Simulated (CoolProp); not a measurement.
A closed Brayton cycle with carbon dioxide: compressor inlet 320.15 K and 7.7 MPa, high pressure 22.6 MPa, turbine inlet 630 K, compressor efficiency 0.85, turbine efficiency 0.9, recuperator effectiveness 0.9 (on enthalpy, no pinch check). Each further row changes one setting.

Values from CoolProp's reference Helmholtz-energy equation of state, Span 1996.

| case | thermal efficiency (%) | net work (kJ/kg) | compressor to turbine work | compressor exit (K) | turbine exit (K) |
|---|---|---|---|---|---|
| as stated | 23.7 | 45.4 | 0.55 | 410.6 | 519.6 |
| turbine inlet 580 K | 19.7 | 34.5 | 0.62 | 410.6 | 473.8 |
| compressor inlet 330.15 K | 21.3 | 38.4 | 0.62 | (withheld) | 519.6 |
| high pressure 19.2 MPa | (withheld) | (withheld) | 0.52 | 396.4 | 536.1 |
| recuperator effectiveness 0.5 | 18.8 | 45.4 | 0.55 | 410.6 | 519.6 |

Problem. Some entries are withheld; supply them.

Solution. 
- compressor inlet 330.15 K, compressor exit (K): 427.1
- high pressure 19.2 MPa, thermal efficiency (%): 24.0
- high pressure 19.2 MPa, net work (kJ/kg): 42.0
